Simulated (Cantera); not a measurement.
A perfectly stirred reactor is fed with CO : O₂ : H₂O : N₂ = 0.0084 : 0.082 : 0.00041 : 1 (molar parts), at 383 Torr; it is held at 1225 K, and followed from long to short residence time.

Detailed kinetics in Cantera: GRI-Mech 3.0 (53 species, 325 reactions).

Question: What does this change do: 0.003 parts CH4 added?

Answer: 
| quantity | before | after |
|---|---|---|
| x(CO) at τ = 9.40 s | 0.000103 | 4.77e-5 |
| x(O₂) at τ = 9.40 s | 0.0716 | 0.0659 |
| x(H₂O) at τ = 9.40 s | 0.000374 | 0.00587 |
| x(NO) at τ = 9.40 s | 2.44e-6 | 8.17e-7 |
| x(H₂) at τ = 9.40 s | 4.84e-8 | 5.87e-7 |
| x(CO) at τ = 85.0 ms | 0.00207 | 0.00105 |
| x(O₂) at τ = 85.0 ms | 0.0724 | 0.0664 |
| x(H₂O) at τ = 85.0 ms | 0.000362 | 0.00578 |
| x(NO) at τ = 85.0 ms | 3.49e-7 | 1.31e-7 |
| x(H₂) at τ = 85.0 ms | 1.11e-6 | 1.79e-5 |
